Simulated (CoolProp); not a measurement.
Vapour-liquid equilibrium of CHF3 (R23) (1) + propylene (2) at -52.95 °C; x and y are mole fractions of (1).

Values from CoolProp's multi-fluid Helmholtz-energy mixture model, Penoncello 2003 and Lemmon 2013; pair parameters Bell 2016.

### Question
Give the bubble pressure and the first vapour's composition at x = 0.05, 0.575, 0.65. Is there an azeotrope?

### Answer
x = 0.05: 0.1364 MPa, y = 0.436; x = 0.575: 0.3697 MPa, y = 0.849; x = 0.65: 0.3805 MPa, y = 0.862. No azeotrope shows between x = 0.05 and 0.95.

The pair parameters rest on a limited set of measurements; away from them the model extrapolates. With so large a gap from Raoult's law the liquid may split in two, which this calculation doesn't test in full.
